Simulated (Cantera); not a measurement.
**PbO + O₂ + H₂ (iron carbonyl, mercury and lead vapours)**

Charge: 1 mol PbO, 0.017 mol O₂, 3.5 mol H₂, at 0.610 bar.

Equilibrium computed with Cantera from the NASA thermochemical tables; the gas is ideal and each condensed phase is pure. Candidate condensed phases: H₂O, Pb, PbO, PbO₂, Pb₃O₄; 12 gas species. Equilibrium is a limit: real reactors are often held back by kinetics, nucleation or transport.

From 523 K to 598 K the condensed part is Pb(s). From 623 K to 673 K the condensed part is Pb(l).

```csv
T (K),log p H₂,log p H₂O,n Pb(s),n Pb(l)
523,-0.37,-0.74,1.00,0
548,-0.37,-0.74,1.00,0
573,-0.37,-0.74,1.00,0
598,-0.37,-0.74,1.00,0
623,-0.37,-0.74,0,1.00
648,-0.37,-0.74,0,1.00
673,-0.37,-0.74,0,1.00
```
log p: log10 of the partial pressure in bar; n: condensed amount in mol.
